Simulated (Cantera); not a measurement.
Ignition delay

Mixture: 5.85 % CH4, 19.8 % O2, 74.3 % N2, at 2850 Torr, adiabatic and at constant volume. Ignition delay is the time to a rise of 400 K.

Cantera simulation using GRI-Mech 3.0 (53 species, 325 reactions); the numbers are that mechanism's predictions, not measurements.

```tsv
T0 (K)	delay (ms)
1173	14.0
1248	5.26
1323	2.11
1398	0.912
1473	0.421
1548	0.208
1623	0.110
```

* **apparent activation energy between 1473 and 1623 K**: 180 kJ/mol
